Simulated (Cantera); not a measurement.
# Low-pressure radical oxidation in H2/O2

An isothermal, constant-pressure homogeneous reactor starts with 10.7 % H2, 89.3 % O2, at 925 K and 10.00 Torr.

Detailed kinetics in Cantera: the H2/O2 subset of GRI-Mech 3.0, which has no nitrogen chemistry. Radical loss at walls, strong at low pressure, is not modelled. Below about 950 K walls govern HO2 and H2O2 in real vessels. The temperature is held fixed by assumption; the heat of reaction is taken as removed at once.

```json
[
 {"t (s)": "3.00e-6", "x H2": "0.107", "x O2": "0.893", "x O": "<1e-12", "x H2O2": "<1e-12", "x HO2": "<1e-12", "x H": "<1e-12"},
 {"t (s)": "1.94e-5", "x H2": "0.107", "x O2": "0.893", "x O": "<1e-12", "x H2O2": "<1e-12", "x HO2": "1.96e-12", "x H": "1.89e-12"},
 {"t (s)": "0.000126", "x H2": "0.107", "x O2": "0.893", "x O": "2.62e-12", "x H2O2": "<1e-12", "x HO2": "1.28e-11", "x H": "1.15e-11"},
 {"t (s)": "0.000814", "x H2": "0.107", "x O2": "0.893", "x O": "1.20e-10", "x H2O2": "<1e-12", "x HO2": "8.82e-11", "x H": "1.73e-10"},
 {"t (s)": "0.00527", "x H2": "0.107", "x O2": "0.893", "x O": "3.66e-5", "x H2O2": "4.22e-10", "x HO2": "1.89e-6", "x H": "4.85e-5"},
 {"t (s)": "0.0341", "x H2": "0.000544", "x O2": "0.885", "x O": "0.00148", "x H2O2": "2.39e-7", "x HO2": "8.72e-6", "x H": "0.000367"},
 {"t (s)": "0.221", "x H2": "1.52e-5", "x O2": "0.887", "x O": "2.94e-5", "x H2O2": "8.25e-8", "x HO2": "8.62e-7", "x H": "8.48e-7"},
 {"t (s)": "1.43", "x H2": "3.46e-7", "x O2": "0.887", "x O": "1.32e-6", "x H2O2": "1.86e-8", "x HO2": "5.65e-8", "x H": "8.12e-9"},
 {"t (s)": "9.27", "x H2": "1.05e-8", "x O2": "0.887", "x O": "1.13e-7", "x H2O2": "4.06e-9", "x HO2": "5.35e-9", "x H": "2.02e-10"},
 {"t (s)": "60.0", "x H2": "1.06e-9", "x O2": "0.887", "x O": "1.39e-8", "x H2O2": "8.77e-10", "x HO2": "7.23e-10", "x H": "8.63e-12"}
]
```
x: mole fraction; the columns are a selection and need not sum to one.

Equilibrium at this temperature and pressure: H2 8.19e-12, O2 0.887, O 1.10e-10, H2O2 1.23e-11, HO2 2.71e-10, H <1e-12 (gas phase only).
